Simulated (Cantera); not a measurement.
A perfectly stirred reactor is fed with H₂ : O₂ = 0.095 : 1 (molar parts), at 0.0300 bar; it is held at 1125 K, and followed from long to short residence time.

Cantera simulation using the H2/O2 subset of GRI-Mech 3.0, which has no nitrogen chemistry; the numbers are that mechanism's predictions, not measurements. Radical loss at walls, strong at low pressure, is not modelled. The temperature is held fixed by assumption; the heat of reaction is taken as removed at once.

What does this change do: pressure from 0.0300 bar to 0.00910 bar?


```tsv
quantity	before	after
x(H₂) at τ = 1.30 s	0.000202	0.000380
x(O₂) at τ = 1.30 s	0.908	0.905
x(H₂O₂) at τ = 1.30 s	2.35e-7	1.10e-7
x(H₂O) at τ = 1.30 s	0.0901	0.0892
x(OH) at τ = 1.30 s	0.000560	0.00125
x(H₂) at τ = 53.0 ms	0.00133	0.00242
x(O₂) at τ = 53.0 ms	0.903	0.885
x(H₂O₂) at τ = 53.0 ms	4.33e-7	1.34e-7
x(H₂O) at τ = 53.0 ms	0.0876	0.0811
x(OH) at τ = 53.0 ms	0.00172	0.00333
```
